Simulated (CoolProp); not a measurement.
Computed with CoolProp (reference Helmholtz-energy equation of state, Gao 2022).

Q: For n-perfluorohexane, give the phase and the cv (kJ/(kg K)), Joule-Thomson coefficient (K/MPa), isothermal compressibility (1/MPa), expansivity (1/kK) at 54.15 °C and 2.14 bar; -32.55 °C and 41.6 bar; 38.45 °C and 3.55 bar.

A: 
- 54.15 °C and 2.14 bar: liquid; cv 0.892, Joule-Thomson coefficient -0.200, isothermal compressibility 0.00408, expansivity 1.99
- -32.55 °C and 41.6 bar: liquid; cv 0.765, Joule-Thomson coefficient -0.369, isothermal compressibility 0.00144, expansivity 1.45
- 38.45 °C and 3.55 bar: liquid; cv 0.871, Joule-Thomson coefficient -0.246, isothermal compressibility 0.00324, expansivity 1.83
